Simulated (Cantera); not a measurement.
A Cantera script and what it prints.

```python
import numpy as np
import cantera as ct

gas_names = """
    Na S2 O2
""".split()
cond_names = """
    Na2SO4(V) Na2SO4(IV) Na2SO4(I) Na2SO4(L)
""".split()


# ... load() reads the species with a 1 bar reference pressure and builds the phases ...
species = {s.name: s for s in load("nasa_gas.yaml", gas_names) + load("nasa_condensed.yaml", cond_names)}
# Each term lists the table entries of one substance; the one whose range holds T is used.
reactions = {
    '4 Na(g) + S2(g) + 4 O2(g) = 2 Na2SO4':
        [(-4, ['Na']), (-1, ['S2']), (-4, ['O2']), (2, ['Na2SO4(V)', 'Na2SO4(IV)', 'Na2SO4(I)', 'Na2SO4(L)'])],
}


def pick(names, T):
    return next(species[n] for n in names if species[n].thermo.min_temp <= T <= species[n].thermo.max_temp)


results = []
for label, terms in reactions.items():
    print(label)
    print("     T/K   dH/kJ  dS/(J/K)   dG/kJ   log10 K")
    for T in [300, 1150, 1200, 1250, 1300, 1350, 1400, 1450]:
        used = [(nu, pick(names, T)) for nu, names in terms]
        dH = sum(nu * s.thermo.h(T) for nu, s in used) / 1e6
        dS = sum(nu * s.thermo.s(T) for nu, s in used) / 1e3
        dG = dH - T * dS / 1e3
        logK = -dG * 1e6 / (ct.gas_constant * T * np.log(10))
        results.append((label, T, dH, dS, dG, logK, [s.name for _, s in used]))
        print(f"{T:8g} {dH:8.1f} {dS:8.1f} {dG:8.1f} {logK:8.2f}")
```

It prints:

```
4 Na(g) + S2(g) + 4 O2(g) = 2 Na2SO4
     T/K   dH/kJ  dS/(J/K)   dG/kJ   log10 K
     300  -3333.2  -1364.4  -2923.8   509.08
    1150  -3220.1  -1196.3  -1844.4    83.78
    1200  -3165.7  -1149.3  -1786.5    77.76
    1250  -3159.2  -1144.0  -1729.2    72.26
    1300  -3152.7  -1138.9  -1672.1    67.19
    1350  -3146.3  -1134.1  -1615.3    62.50
    1400  -3139.9  -1129.4  -1558.7    58.16
    1450  -3133.6  -1125.0  -1502.4    54.12
```

Cantera with NASA thermochemical tables; ideal gases at 1 bar, condensed phases pure. Condensed species are held in their standard states even where they would react or evaporate.
